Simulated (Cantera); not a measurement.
A closed system holds: 1 mol SiH4, 0.44 mol H2O, 74 mol N2, at 1575 K and 7.40e-5 bar.

Method: chemical equilibrium by Gibbs-energy minimisation in Cantera with the NASA 1993 tables (ideal gas, pure condensed phases). Candidate condensed phases: H2O, Si, SiO2, Si2N2O, Si3N4; 35 gas species. Equilibrium is a limit: real reactors are often held back by kinetics, nucleation or transport.

Base state: N2 0.961, H2 0.0313, SiO 0.00572, H 0.000854, Si 0.000776, Si2N 1.01e-5 (mole fractions); condensed: Si(s).

What changes in the equilibrium state with this change: temperature from 1575 K to 750 K?


```csv
species,before,after
N2,0.961,0.968
H2,0.0313,0.0321
SiO,0.00572,<1e-9
H,0.000854,<1e-9
Si,0.000776,<1e-9
"Si(s), mol",0.498,0
"Si2N2O(s), mol",0,0.440
"Si3N4(s), mol",0,0.0400
```
N2 is the only nitrogen source here; it is nearly inert below about 1500 K, so the nitride shown seldom forms there in practice.

What changes in the equilibrium state with this change: SiH4 replaced by HMDSO?


```csv
species,before,after
N2,0.961,0.871
H2,0.0313,0.110
CO,0,0.0169
SiO,0.00572,4.47e-5
HCN,0,0.000541
HNC,0,1.15e-5
Si2N,1.01e-5,<1e-9
Si,0.000776,7.47e-6
H,0.000854,0.00160
"Si(s), mol",0.498,0
"C(graphite), mol",0,2.52
"SiC(s), mol",0,2.00
```
The feed counts by its element totals alone. Further candidate phases: C, C6H6, C7H8, C8H18, SiC.
